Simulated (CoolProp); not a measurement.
A closed Brayton cycle with nitrogen: compressor inlet 308.15 K and 3.7 MPa, high pressure 8.84 MPa, turbine inlet 655 K, compressor efficiency 0.8, turbine efficiency 0.93, recuperator effectiveness 0.8 (on enthalpy, no pinch check). Each further row changes one setting.

Computed with CoolProp (reference Helmholtz-energy equation of state, Span 2000).

```tsv
case	thermal efficiency (%)	net work (kJ/kg)	compressor to turbine work	compressor exit (K)	turbine exit (K)
as stated	…	28.7	0.80	417.8	523.8
turbine inlet 605 K	…	17.5	…	417.8	482.7
compressor inlet 318.15 K	14.8	24.7	…	…	523.8
high pressure 7.51 MPa	18.2	…	0.76	395.1	546.3
recuperator effectiveness 0.5	14.1	28.7	0.80	417.8	523.8
```

**Question.** Some entries are withheld; supply them.

**Answer.** 
- as stated, thermal efficiency (%): 16.9
- turbine inlet 605 K, thermal efficiency (%): 11.7
- turbine inlet 605 K, compressor to turbine work: 0.87
- compressor inlet 318.15 K, compressor to turbine work: 0.83
- compressor inlet 318.15 K, compressor exit (K): 431.3
- high pressure 7.51 MPa, net work (kJ/kg): 28.2
